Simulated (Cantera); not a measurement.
A freely propagating, adiabatic, planar premixed flame of C₃H₈ : O₂ : N₂ = 1 : 4.17 : 15.7 (molar parts), equivalence ratio 1.2, unburnt at 498 K and 0.133 bar; mixture-averaged transport, grid criteria slope 0.08 and curve 0.16, no radiation.

Model: GRI-Mech 3.0 (53 species, 325 reactions), integrated in Cantera. GRI-Mech 3.0 was tuned for natural gas; its chemistry of propane as a main component is partial and can be far from experiment. Burning velocities carry a grid error of a few per cent, more on coarse grids.

Question: What does this change do: 1.8 parts H2O added?

Answer: 
```json
[
 {"quantity": "laminar burning velocity", "before": "142 cm/s", "after": "123 cm/s"},
 {"quantity": "thermal thickness", "before": "1.75 mm", "after": "1.98 mm"},
 {"quantity": "peak x(H)", "before": "0.0201", "after": "0.0180"},
 {"quantity": "peak x(HCO)", "before": "0.000148", "after": "0.000105"},
 {"quantity": "peak x(CH₂O)", "before": "0.00167", "after": "0.00143"},
 {"quantity": "peak x(OH)", "before": "0.00902", "after": "0.00825"}
]
```

Question: What does this change do: inlet temperature 498 to 700 K?

Answer: 
```csv
quantity,before,after
laminar burning velocity,142 cm/s,256 cm/s
thermal thickness,1.75 mm,1.57 mm
peak x(H),0.0201,0.0221
peak x(HCO),0.000148,0.000185
peak x(CH₂O),0.00167,0.00191
peak x(OH),0.00902,0.0111
```
